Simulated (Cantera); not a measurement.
Charge: 1 mol MgO, 0.13 mol HCl, 1.8 mol O2, held at 875 K and 101000 Pa.

Method: chemical equilibrium by Gibbs-energy minimisation in Cantera with the NASA 1993 tables (ideal gas, pure condensed phases). Candidate condensed phases: H2O, Mg, MgCl2, MgO, Mg(OH)2; 22 gas species. Condensed phases not in the tables: MgOHCl. Rates play no part.

Base state: O2 0.932, HCl 0.0235, H2O 0.0223, Cl2 0.0223 (mole fractions); condensed: MgO(s).

Task: What changes in the equilibrium state with this change: HCl from 0.13 to 0.04 mol?

Result: 
```json
[
 {"species": "O2", "before": "0.932", "after": "0.978"},
 {"species": "HCl", "before": "0.0235", "after": "0.00745"},
 {"species": "H2O", "before": "0.0223", "after": "0.00718"},
 {"species": "Cl2", "before": "0.0223", "after": "0.00718"},
 {"species": "MgO(s), mol", "before": "1.00", "after": "1.00"}
]
```
